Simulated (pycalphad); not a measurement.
An equivalent pycalphad script:

```python
from pycalphad import Database, equilibrium, calculate, variables as v
import numpy as np
db = Database('COST507.tdb')
comps = ['HF', 'C', 'VA']
phases = ['BCC_A2', 'FCC_A1', 'GRAPHITE', 'HCP_A3', 'LIQUID']
eq = equilibrium(db, comps, phases, {v.X('C'): 0.0028, v.T: np.arange(3300, 499, -75), v.P: 101325, v.N: 1}, output=['HM', 'SM'])
```

Source of the numbers: pycalphad with the COST 507 light-alloy database (1999); pressure 1 atm. The database dates from 1999; later assessments differ in places, in temperatures and in the compounds included. Phase fractions are per mole of atoms. Diffusion is slow at the low end, where real alloys seldom reach equilibrium.

Results at three of the temperatures:

```
T = 1950.00 K, P = 101325 Pa, N = 1 mol of atoms
G = -142984 J/mol, H = 52288 J/mol, S = 100.14 J/(mol K)  (SER reference)
chemical potentials (J/mol): Hf -142313, C -382245
phase             fraction      x(Hf)       x(C)
HCP_A3              1.0000     0.9972     0.0028
```

```
T = 1650.00 K, P = 101325 Pa, N = 1 mol of atoms
G = -113868 J/mol, H = 41010 J/mol, S = 93.87 J/(mol K)  (SER reference)
chemical potentials (J/mol): Hf -113186, C -356807
phase             fraction      x(Hf)       x(C)
HCP_A3              1.0000     0.9972     0.0028
```

```
T = 825.00 K, P = 101325 Pa, N = 1 mol of atoms
G = -44996 J/mol, H = 13816 J/mol, S = 71.29 J/(mol K)  (SER reference)
chemical potentials (J/mol): Hf -44301, C -292203
phase             fraction      x(Hf)       x(C)
HCP_A3              1.0000     0.9972     0.0028
```

Changes of the phase set, refined by bisection:

```tsv
T (K)	phases above	phases below
2501.3	liquid	bcc + liquid
2488.4	bcc + liquid	bcc
2357.7	bcc	bcc + hcp
2034.3	bcc + hcp	hcp
```

HCP_A3 is hcp. The fcc model also describes the rock-salt carbide or nitride (TiC, TiN, HfC).
